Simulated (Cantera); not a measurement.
Cantera with NASA thermochemical tables; ideal gases at 1 bar, condensed phases pure. Values are per mole of reaction as written; species without (g) are pure solids or liquids, kept so even where they would boil at 1 bar.

Between 423 and 523 K, where is each reaction favourable under standard conditions?
- P4O10 + 5 H2(g) ⇌ P4(g) + 10 OH(g)
- 6 H2O(g) + 2 P2(g) ⇌ 3 O2(g) + 4 PH3(g)


- P4O10 + 5 H2(g) ⇌ P4(g) + 10 OH(g): ΔG° is 2940 kJ at 423 K and 2818 kJ at 523 K; it stays positive (K < 1). ΔH° is 3453 kJ and ΔS° 1215 J/K at 523 K.
- 6 H2O(g) + 2 P2(g) ⇌ 3 O2(g) + 4 PH3(g): ΔG° is 1234 kJ at 423 K and 1246 kJ at 523 K; it stays positive (K < 1). ΔH° is 1182 kJ and ΔS° -121 J/K at 523 K.
